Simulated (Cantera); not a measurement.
A closed system holds: 1 mol Si₃N₄, 0.11 mol CO₂, 8.1 mol N₂, equilibrated at 6.90 Pa.

These are equilibrium values from Cantera (NASA tables, ideal gas, pure condensed phases), not measurements of a reactor. Candidate condensed phases: C, Si, SiC, SiO₂, Si₂N₂O, Si₃N₄; 34 gas species. Mutual solubility and eutectic melting of coexisting phases are not modelled. The tables' values for SiN are old estimates; treat these amounts as uncertain. The numbers say what is thermodynamically allowed, not how fast it happens.

x: gas mole fraction; n: condensed amount in mol.

```json
[
 {"T (K)": "1673", "x N₂": "0.973", "x Si": "0.00605", "x SiO": "0.0202", "x CO": "0.000964", "n Si(s)": "2.62", "n SiC(s)": "0.0997", "n Si(l)": "0"},
 {"T (K)": "1723", "x N₂": "0.964", "x Si": "0.0143", "x SiO": "0.0198", "x CO": "0.00125", "n Si(s)": "0", "n SiC(s)": "0.0959", "n Si(l)": "2.54"},
 {"T (K)": "1773", "x N₂": "0.948", "x Si": "?", "x SiO": "0.0190", "x CO": "?", "n Si(s)": "0", "n SiC(s)": "0.0892", "n Si(l)": "2.36"},
 {"T (K)": "1823", "x N₂": "0.914", "x Si": "0.0641", "x SiO": "0.0178", "x CO": "0.00214", "n Si(s)": "0", "n SiC(s)": "0.0779", "n Si(l)": "1.98"},
 {"T (K)": "1873", "x N₂": "0.850", "x Si": "0.128", "x SiO": "0.0159", "x CO": "0.00258", "n Si(s)": "0", "n SiC(s)": "0.0558", "n Si(l)": "1.14"},
 {"T (K)": "1923", "x N₂": "0.773", "x Si": "0.203", "x SiO": "?", "x CO": "?", "n Si(s)": "0", "n SiC(s)": "?", "n Si(l)": "0"},
 {"T (K)": "1973", "x N₂": "0.769", "x Si": "0.210", "x SiO": "0.0106", "x CO": "0.00612", "n Si(s)": "0", "n SiC(s)": "0", "n Si(l)": "0"}
]
```

Question: Some entries are withheld; supply them.

Answer: 
- 1773, x Si: 0.0309
- 1773, x CO: 0.00167
- 1923, x SiO: 0.0128
- 1923, x CO: 0.00403
- 1923, n SiC(s): 0.00520
